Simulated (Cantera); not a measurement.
What does this Cantera script print?

```python
import numpy as np
import cantera as ct

gas = ct.Solution("h2o2.yaml")
gas.TPX = 1200, 2666, {'H2': 0.066, 'O2': 1, 'H2O': 0.0032}
reactor = ct.IdealGasConstPressureReactor(gas, energy="off", clone=False)
net = ct.ReactorNet([reactor])
net.rtol, net.atol = 1e-08, 1e-18
show = ['H2', 'O2', 'O', 'H2O2', 'HO2', 'OH']
times = np.geomspace(5e-05, 40, 14)

steps = ct.SolutionArray(gas, extra=["t"])
rows = []
print(f"{'t/s':>10s}{'T/K':>9s}{'P/Pa':>11s}" + "".join(f"{s:>11s}" for s in show))
for t in times:
    while net.time < t:
        t_next = net.step()
        steps.append(gas.state, t=t_next)
    rows.append([np.interp(t, steps.t, y) for y in (steps.T, steps.P, *steps(*show).X.T)])
    print(f"{t:10.3e}{rows[-1][0]:9.1f}{rows[-1][1]:11.4g}" + "".join(f"{x:11.3e}" for x in rows[-1][2:]))
rate = np.gradient(steps.T, steps.t)
print("integrator steps:", len(steps.t))
if steps.T.max() > steps.T[0] + 200:
    print(f"time of steepest temperature rise: {steps.t[rate.argmax()]:.4e} s")
gas.TPX = 1200, 2666, {'H2': 0.066, 'O2': 1, 'H2O': 0.0032}
gas.equilibrate("TP")
print(f"equilibrium (TP): T = {gas.T:.1f} K  " + "  ".join(f"{s} {gas[s].X[0]:.3e}" for s in show))
```

It prints:

```
       t/s      T/K       P/Pa         H2         O2          O       H2O2        HO2         OH
 5.000e-05   1200.0       2666  6.173e-02  9.353e-01  3.631e-09  1.328e-12  5.324e-09  2.843e-09
 1.423e-04   1200.0       2666  6.173e-02  9.353e-01  3.210e-08  1.077e-11  1.531e-08  2.167e-08
 4.047e-04   1200.0       2666  6.172e-02  9.353e-01  2.275e-06  9.696e-11  6.161e-08  1.481e-06
 1.151e-03   1200.0       2666  1.497e-02  9.028e-01  2.230e-02  6.313e-07  8.964e-06  7.234e-03
 3.276e-03   1200.0       2666  1.088e-03  8.995e-01  2.940e-02  2.230e-07  8.087e-06  3.764e-03
 9.319e-03   1200.0       2666  5.681e-04  9.164e-01  1.477e-02  2.267e-07  6.871e-06  2.724e-03
 2.651e-02   1200.0       2666  1.501e-04  9.287e-01  3.830e-03  1.836e-07  4.079e-06  1.399e-03
 7.543e-02   1200.0       2666  2.384e-05  9.323e-01  6.130e-04  9.845e-08  1.421e-06  5.621e-04
 2.146e-01   1200.0       2666  3.610e-06  9.330e-01  9.445e-05  3.847e-08  3.463e-07  2.216e-04
 6.106e-01   1200.0       2666  6.657e-07  9.332e-01  1.775e-05  1.319e-08  8.183e-08  9.623e-05
 1.737e+00   1200.0       2666  1.533e-07  9.332e-01  4.151e-06  4.393e-09  2.337e-08  4.654e-05
 4.942e+00   1200.0       2666  4.189e-08  9.332e-01  1.147e-06  1.488e-09  1.080e-08  2.446e-05
 1.406e+01   1200.0       2666  1.342e-08  9.332e-01  3.695e-07  5.477e-10  1.025e-08  1.388e-05
 4.000e+01   1200.0       2666  6.269e-09  9.332e-01  1.729e-07  2.845e-10  1.282e-08  9.490e-06
integrator steps: 2035
equilibrium (TP): T = 1200.0 K  H2 5.415e-09  O2 9.332e-01  O 1.492e-07  H2O2 2.524e-10  HO2 1.355e-08  OH 8.817e-06
```

Computed with Cantera and the H2/O2 subset of GRI-Mech 3.0, which has no nitrogen chemistry. Radical loss at walls, strong at low pressure, is not modelled. The temperature is held fixed by assumption; the heat of reaction is taken as removed at once.
